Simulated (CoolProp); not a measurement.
Saturation properties of isohexane.

Computed with CoolProp (reference Helmholtz-energy equation of state, Lemmon 2006). It is a short technical equation, of lower accuracy than the large ones.

```tsv
T (K)	p (MPa)	liquid density (kg/m³)	enthalpy of vaporisation (kJ/kg)	liquid cp (kJ/(kg K))	vapour Z	surface tension (mN/m)
307.9	0.04163	639.5	340.8	2.283	0.9740	15.9
317.6	0.05958	630.3	334.2	2.331	0.9665	14.9
327.3	0.08319	621.0	327.4	2.380	0.9577	14.0
337	0.1136	611.5	320.4	2.430	0.9475	13.0
346.7	0.1520	601.7	313.0	2.482	0.9357	12.1
356.4	0.1998	591.6	305.4	2.536	0.9224	11.2
366.1	0.2584	581.2	297.3	2.591	0.9073	10.3
375.8	0.3291	570.5	288.8	2.649	0.8904	9.37
385.6	0.4146	559.2	279.7	2.710	0.8713	8.47
395.3	0.5147	547.5	270.1	2.774	0.8504	7.61
405	0.6318	535.2	259.9	2.842	0.8272	6.75
414.7	0.7679	522.2	248.9	2.917	0.8016	5.92
424.4	0.9246	508.4	236.9	3.001	0.7731	5.10
434.1	1.104	493.5	223.8	3.097	0.7415	4.31
443.8	1.309	477.2	209.3	3.212	0.7061	3.53
```

It boils at 333.4 K under 1 atm.

Surface tension comes from a separate correlation (Mulero 2012).
